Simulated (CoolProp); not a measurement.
Saturation properties of cis-2-butene (Tc = 435.8 K, pc = 4.236 MPa, ω = 0.202).

Values from CoolProp's reference Helmholtz-energy equation of state, Lemmon 2005. It is a short technical equation, of lower accuracy than the large ones.

| T (K) | p (MPa) | liquid density (kg/m³) | vapour density (kg/m³) |
|---|---|---|---|
| 294.6 | 0.1903 | 619.6 | 4.648 |
| 302.6 | 0.2460 | 610.1 | 5.925 |
| 310.6 | 0.3134 | 600.3 | 7.460 |
| 318.6 | 0.3940 | 590.3 | 9.288 |
| 326.6 | 0.4891 | 579.9 | 11.45 |
| 334.6 | 0.6005 | 569.1 | 14.00 |
| 342.6 | 0.7297 | 558.0 | 16.99 |
| 350.6 | 0.8784 | 546.4 | 20.49 |

It boils at 276.9 K under 1 atm.
